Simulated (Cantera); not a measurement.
A perfectly stirred reactor is fed with H2 : O2 = 0.092 : 1 (molar parts), equivalence ratio 0.046, at 2200 Pa; it is held at 1375 K, and followed from long to short residence time.

Cantera simulation using the H2/O2 subset of GRI-Mech 3.0, which has no nitrogen chemistry; the numbers are that mechanism's predictions, not measurements. Radical loss at walls, strong at low pressure, is not modelled. The temperature is held fixed by assumption; the heat of reaction is taken as removed at once.

| quantity | before | after |
|---|---|---|
| x(H2) at τ = 2.30 s | 0.000103 | 0.000428 |
| x(O2) at τ = 2.30 s | 0.910 | 0.638 |
| x(H2O) at τ = 2.30 s | 0.0869 | 0.357 |
| x(O) at τ = 2.30 s | 0.00165 | 0.00132 |
| x(H2O2) at τ = 2.30 s | 5.15e-8 | 1.87e-7 |
| x(H2) at τ = 55.0 ms | 0.000981 | 0.00477 |
| x(O2) at τ = 55.0 ms | 0.892 | 0.623 |
| x(H2O) at τ = 55.0 ms | 0.0820 | 0.340 |
| x(O) at τ = 55.0 ms | 0.0167 | 0.0154 |
| x(H2O2) at τ = 55.0 ms | 1.35e-7 | 5.50e-7 |

Task: Name the change that produced these shifts.
(A) O2 1 to 7.8 parts
(B) O2 1 to 0.21 parts
(C) temperature 1375 to 1200 K
(D) H2 0.092 to 0.017 parts

Result: B, O2 1 to 0.21 parts
